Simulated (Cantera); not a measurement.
Input: 1 mol Si₂Cl₆, a varied amount of HCl, 5.5 mol H₂, held at 0.200 bar.

Points: T (K) = 923, 948, 973, 998, 1023, 1048, 1073, 1098, 1123, 1148, 1173; n(HCl) (mol) = 0.09, 0.34, 0.6, 0.85, 1.1, 1.4, 1.6, 1.9, 2.1.

Cantera's Mixture.equilibrate('TP', solver="vcs", rtol=1e-11, max_steps=5000) on the NASA tables stopped like this:

```
ERROR: FAILURE its = 5001!

*******************************************************************************
CanteraError thrown by MultiPhase::equilibrate:
VCS solver failed. Return code: -1
*******************************************************************************
```

Q: What got this run through?

A: This is not unique; one that fits is The failure is numerical, not chemical. The same input converged with solver="gibbs", rtol=1e-10, max_steps=50000, and the result passed a check of the equilibrium conditions:
```
    923       0.09  Si(cr)
    923       0.34  Si(cr)
    923        0.6  Si(cr)
    923       0.85  Si(cr)
    923        1.1  Si(cr)
    923        1.4  Si(cr)
    923        1.6  gas only
    923        1.9  gas only
    923        2.1  gas only
    948       0.09  Si(cr)
    948       0.34  Si(cr)
    948        0.6  Si(cr)
    948       0.85  Si(cr)
    948        1.1  Si(cr)
    948        1.4  Si(cr)
    948        1.6  Si(cr)
    948        1.9  gas only
    948        2.1  gas only
    973       0.09  Si(cr)
    973       0.34  Si(cr)
    973        0.6  Si(cr)
    973       0.85  Si(cr)
    973        1.1  Si(cr)
    973        1.4  Si(cr)
    973        1.6  Si(cr)
    973        1.9  gas only
    973        2.1  gas only
    998       0.09  Si(cr)
    998       0.34  Si(cr)
    998        0.6  Si(cr)
    998       0.85  Si(cr)
    998        1.1  Si(cr)
    998        1.4  Si(cr)
    998        1.6  Si(cr)
    998        1.9  gas only
    998        2.1  gas only
   1023       0.09  Si(cr)
   1023       0.34  Si(cr)
   1023        0.6  Si(cr)
   1023       0.85  Si(cr)
   1023        1.1  Si(cr)
   1023        1.4  Si(cr)
   1023        1.6  Si(cr)
   1023        1.9  gas only
   1023        2.1  gas only
   1048       0.09  Si(cr)
   1048       0.34  Si(cr)
   1048        0.6  Si(cr)
   1048       0.85  Si(cr)
   1048        1.1  Si(cr)
   1048        1.4  Si(cr)
   1048        1.6  Si(cr)
   1048        1.9  gas only
   1048        2.1  gas only
   1073       0.09  Si(cr)
   1073       0.34  Si(cr)
   1073        0.6  Si(cr)
   1073       0.85  Si(cr)
   1073        1.1  Si(cr)
   1073        1.4  Si(cr)
   1073        1.6  Si(cr)
   1073        1.9  gas only
   1073        2.1  gas only
   1098       0.09  Si(cr)
   1098       0.34  Si(cr)
   1098        0.6  Si(cr)
   1098       0.85  Si(cr)
   1098        1.1  Si(cr)
   1098        1.4  Si(cr)
   1098        1.6  Si(cr)
   1098        1.9  gas only
   1098        2.1  gas only
   1123       0.09  Si(cr)
   1123       0.34  Si(cr)
   1123        0.6  Si(cr)
   1123       0.85  Si(cr)
   1123        1.1  Si(cr)
   1123        1.4  Si(cr)
   1123        1.6  Si(cr)
   1123        1.9  gas only
   1123        2.1  gas only
   1148       0.09  Si(cr)
   1148       0.34  Si(cr)
   1148        0.6  Si(cr)
   1148       0.85  Si(cr)
   1148        1.1  Si(cr)
   1148        1.4  Si(cr)
   1148        1.6  Si(cr)
   1148        1.9  gas only
   1148        2.1  gas only
   1173       0.09  Si(cr)
   1173       0.34  Si(cr)
   1173        0.6  Si(cr)
   1173       0.85  Si(cr)
   1173        1.1  Si(cr)
   1173        1.4  Si(cr)
   1173        1.6  Si(cr)
   1173        1.9  gas only
   1173        2.1  gas only
```

The gas is ideal and each condensed phase is pure. The feed counts by its element totals alone. The tables' values for SiCl3 are old estimates.
